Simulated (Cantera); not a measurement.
## Stirred combustor or abatement burner

A perfectly stirred reactor is fed with CO : H2 : O2 : N2 = 1 : 0.03 : 0.542 : 2.04 (molar parts), at 1.90 bar; it is adiabatic with a 675 K inlet, and is followed from long to short residence time, starting on the burning branch (τ in s: 0.028, 0.011, 0.0047, 0.0019, 0.00079, 0.00032, 0.00013, 5.4e-05, 2.2e-05, 9e-06).

Model: GRI-Mech 3.0 (53 species, 325 reactions), integrated in Cantera.

```csv
τ (s),T (K),x CO,x H2,x O2,x NO2,x HO2
0.028,2491,0.0544,0.000261,0.0310,3.21e-6,1.17e-6
0.011,2441,0.0614,0.000298,0.0348,2.86e-6,1.30e-6
0.0047,2356,0.0726,0.000362,0.0406,2.05e-6,1.76e-6
0.0019,2225,0.0881,0.000454,0.0477,9.07e-7,3.15e-6
0.00079,2075,0.104,0.000544,0.0543,3.24e-7,5.89e-6
0.00032,1897,0.122,0.000607,0.0611,1.51e-7,1.05e-5
0.00013,1672,0.147,0.000636,0.0727,8.26e-8,1.91e-5
5.4e-5,675,0.277,0.00831,0.150,<1e-12,<1e-12
2.2e-5,675,0.277,0.00831,0.150,<1e-12,<1e-12
9.0e-6,675,0.277,0.00831,0.150,<1e-12,<1e-12
```
x: mole fraction; the columns are a selection and need not sum to one.
